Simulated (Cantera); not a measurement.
A Cantera script and what it prints.

```python
import numpy as np
import cantera as ct

gas_names = [...]  # 92 gases of nasa_gas.yaml made of C, H, N
cond_names = """
    C(gr) C6H6(L) C7H8(L) C8H18(L),n-octa
""".split()


# ... load() reads the species with a 1 bar reference pressure and builds the phases ...
atoms = {
    'C6H6': {'C': 6, 'H': 6},
    'H2': {'H': 2},
    'N2': {'N': 2},
}
top_T = {'C(gr)': 4500}  # K; cautious upper limits of use, not melting points


# ... equilibrate(T, P, feed) seeds the gas with the atoms and calls Mixture.equilibrate('TP', solver="vcs", rtol=1e-11, max_steps=5000) ...
results = []
feed = {'C6H6': 1, 'H2': 5, 'N2': 1.2}  # mol
T = 2600  # K
for P in [10, 160, 2500, 40000, 630000, 10000000]:
    mix = equilibrate(T, P, feed)
    results.append((T, P, feed, dict(zip(mix.species_names, mix.species_moles))))
    x = sorted(zip(gas.X, gas.species_names), reverse=True)
    print(f"T = {T:g} K  P = {P:g} Pa  gas = {mix.phase_moles(0):.4g} mol")
    print("   x: " + "  ".join(f"{s} {v:.3e}" for v, s in x if v > 0.001))
    print("   condensed (mol): " + ("  ".join(f"{mix.phase(i).name} {mix.phase_moles(i):.4g}"
          for i in range(1, mix.n_phases) if mix.phase_moles(i) > 1e-12) or "none"))
```

It prints:

```
T = 2600 K  P = 10 Pa  gas = 16.89 mol
   x: H 8.424e-01  N2 6.524e-02  H2 4.817e-02  C3 2.215e-02  C 6.239e-03  CN 5.849e-03  HCN 5.048e-03  C2 2.080e-03  C2H 1.202e-03
   condensed (mol): C(gr) 4.429
T = 2600 K  P = 160 Pa  gas = 12.79 mol
   x: H 5.546e-01  H2 3.340e-01  N2 8.446e-02  HCN 1.512e-02  C2H2,acetylene 5.417e-03  HNC 1.978e-03  CN 1.664e-03  C3 1.384e-03
   condensed (mol): C(gr) 5.537
T = 2600 K  P = 2500 Pa  gas = 10.21 mol
   x: H2 6.604e-01  H 1.973e-01  N2 1.039e-01  HCN 2.359e-02  C2H2,acetylene 1.071e-02  HNC 3.085e-03
   condensed (mol): C(gr) 5.491
T = 2600 K  P = 40000 Pa  gas = 9.456 mol
   x: H2 7.908e-01  N2 1.117e-01  H 5.397e-02  HCN 2.676e-02  C2H2,acetylene 1.283e-02  HNC 3.500e-03
   condensed (mol): C(gr) 5.464
T = 2600 K  P = 630000 Pa  gas = 9.258 mol
   x: H2 8.265e-01  N2 1.139e-01  HCN 2.764e-02  H 1.390e-02  C2H2,acetylene 1.340e-02  HNC 3.614e-03
   condensed (mol): C(gr) 5.45
T = 2600 K  P = 1e+07 Pa  gas = 9.124 mol
   x: H2 8.255e-01  N2 1.156e-01  HCN 2.782e-02  C2H2,acetylene 1.339e-02  CH4 8.758e-03  HNC 3.638e-03  H 3.487e-03
   condensed (mol): C(gr) 5.363
```

Method: chemical equilibrium by Gibbs-energy minimisation in Cantera with the NASA 1993 tables (ideal gas, pure condensed phases). The ideal-gas law is rough above about 30 bar.
